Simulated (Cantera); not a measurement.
An isothermal, constant-pressure homogeneous reactor starts with NH₃ : N₂ = 1 : 0.76 (molar parts), at 1700 K and 0.820 bar.

Model: the gas-phase N/H chemistry of the illustrative SiF4/NH3 mechanism in the Surface Chemkin manual (1991), integrated in Cantera. Walls and surfaces, which speed up NH3 decomposition in real reactors, are not modelled.

Problem. Predict: x(NH₃) at 3.00 s; x(N₂H₂) at 3.00 s; x(N₂) at 3.00 s; x(N) at 3.00 s; x(H₂) at 3.00 s; x(H) at 3.00 s; x(N₂H₄) at 3.00 s.

Solution. 
- x(NH₃) at 3.00 s = 0.150 (gas-phase equilibrium 8.00e-6)
- x(N₂H₂) at 3.00 s = 8.98e-8 (gas-phase equilibrium <1e-12)
- x(N₂) at 3.00 s = 0.450 (gas-phase equilibrium 0.456)
- x(N) at 3.00 s = 2.47e-8 (gas-phase equilibrium 4.13e-12)
- x(H₂) at 3.00 s = 0.400 (gas-phase equilibrium 0.543)
- x(H) at 3.00 s = 6.18e-5 (gas-phase equilibrium 0.000121)
- x(N₂H₄) at 3.00 s = 2.34e-8 (gas-phase equilibrium <1e-12)
